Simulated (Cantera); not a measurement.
A perfectly stirred reactor is fed with 45.5 % NH3, 54.5 % H2, at 0.395 atm; it is held at 2350 K, and followed from long to short residence time.

Model: the gas-phase N/H chemistry of the illustrative SiF4/NH3 mechanism in the Surface Chemkin manual (1991), integrated in Cantera. Walls and surfaces, which speed up NH3 decomposition in real reactors, are not modelled.

Predict: x(NH3) at τ = 7.60 s; x(H2) at τ = 7.60 s; x(N2H2) at τ = 7.60 s; x(NH2) at τ = 7.60 s; x(NH3) at τ = 17.0 ms; x(H2) at τ = 17.0 ms; x(N2H2) at τ = 17.0 ms; x(N2H4) at τ = 17.0 ms; x(NH2) at τ = 17.0 ms.


* **x(NH3) at τ = 7.60 s**: 0.000187
* **x(H2) at τ = 7.60 s**: 0.827
* **x(N2H2) at τ = 7.60 s**: 1.19e-9
* **x(NH2) at τ = 7.60 s**: 1.29e-5
* **x(NH3) at τ = 17.0 ms**: 0.0684
* **x(H2) at τ = 17.0 ms**: 0.795
* **x(N2H2) at τ = 17.0 ms**: 1.34e-6
* **x(N2H4) at τ = 17.0 ms**: 1.20e-8
* **x(NH2) at τ = 17.0 ms**: 0.000846
